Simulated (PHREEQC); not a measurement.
Synthetic water in mg/L, 10 °C, pH 7.07, pe 12.8:

| constituent | mg/L |
|---|---|
| Na | 11.2 |
| K | 0.2 |
| Ca | 13.2 |
| Mg | 1.06 |
| Cl | 15.9 |
| S(6) as SO4 | 10.7 |
| Alkalinity as HCO3 | 33.9 |
| Zn | 0.0941 |
| Pb | 0.0266 |
| N(5) as NO3 | 0.54 |
| Cu(2) | 0.492 |
| Cd | 1.51 |
| Li | 0.0375 |

Valence states are taken as typed.

Model: ion-association model, wateq4f.dat, run in PHREEQC.

Each row changes one thing in this solution. No solid was allowed to form.

```
case                                             HCO3- (mol/kgw)  CO2 (mol/kgw)  SO4-2 (mol/kgw)  Cd+2 (mol/kgw)  CaSO4 (mol/kgw)  Cu(OH)2 (mol/kgw)  SI of Tenorite (CuO)  SI of Malachite (Cu2(OH)2CO3)
-----------------------------------------------  ---------------  -------------  ---------------  --------------  ---------------  -----------------  --------------------  -----------------------------
as made                                                 0.000541       0.000128         0.000106         1.26e-5          4.15e-6            4.02e-6                 +0.07                          +0.30
pH from 7.07 to 7.37 at the same alkalinity             0.000538            [?]         0.000106         1.26e-5          4.15e-6            5.80e-6                 +0.23                            [?]
all concentrations times 3 at the same typed pH          0.00162       0.000371         0.000300         3.44e-5          2.73e-5            8.10e-6                 +0.38                            [?]
N(5) from 0.54 to 1.62 mg/L                             0.000541       0.000128         0.000106         1.26e-5          4.14e-6            4.02e-6                 +0.07                          +0.30
pH from 7.07 to 7.57 at the same alkalinity                  [?]        4.01e-5         0.000106         1.26e-5          4.15e-6            6.56e-6                 +0.29                            [?]
N(5) from 0.54 to 0.27 mg/L                             0.000541       0.000128         0.000106         1.26e-5          4.15e-6            4.02e-6                 +0.07                          +0.30
```

Task: Fill in the missing entries.

Result: 
- pH from 7.07 to 7.37 at the same alkalinity, CO2 (mol/kgw): 6.38e-5
- pH from 7.07 to 7.37 at the same alkalinity, SI of Malachite (Cu2(OH)2CO3): +0.31
- all concentrations times 3 at the same typed pH, SI of Malachite (Cu2(OH)2CO3): +1.37
- pH from 7.07 to 7.57 at the same alkalinity, HCO3- (mol/kgw): 0.000536
- pH from 7.07 to 7.57 at the same alkalinity, SI of Malachite (Cu2(OH)2CO3): +0.22

Species that the database lacks are ignored. Some of these states are supersaturated (in Otavite, Malachite, for instance). Away from 25 °C the constants follow the database's enthalpies or fits; those with neither stay at their 25 °C values. The database's constant for dissolved Cu(OH)2 is higher than later reviews accept. The database's zinc carbonate complexes are estimates, stronger than later reviews accept.
